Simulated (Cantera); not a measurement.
Standard-state values (1 bar) from the NASA 1993 polynomials, evaluated with Cantera. Values are per mole of reaction as written; species without (g) are pure solids or liquids, kept so even where they would boil at 1 bar. VN: taken at fixed stoichiometry.

Task: Between 300 and 1698 K, where is each reaction favourable under standard conditions?
- 3 H2O2(g) + 6 V2O3 + 2 N(g) → 2 NH3(g) + 12 VO2(g)
- 4 NH3(g) + O2(g) + 2 V2O5 → 4 VN + 6 H2O2(g)

Result: 
- 3 H2O2(g) + 6 V2O3 + 2 N(g) → 2 NH3(g) + 12 VO2(g): ΔG° is 3302 kJ at 300 K and 937 kJ at 1698 K; it stays positive (K < 1). ΔH° is 3488 kJ and ΔS° 1503 J/K at 1698 K.
- 4 NH3(g) + O2(g) + 2 V2O5 → 4 VN + 6 H2O2(g): ΔG° is 1503 kJ at 300 K and 1217 kJ at 1698 K; it stays positive (K < 1). ΔH° is 1418 kJ and ΔS° 119 J/K at 1698 K.
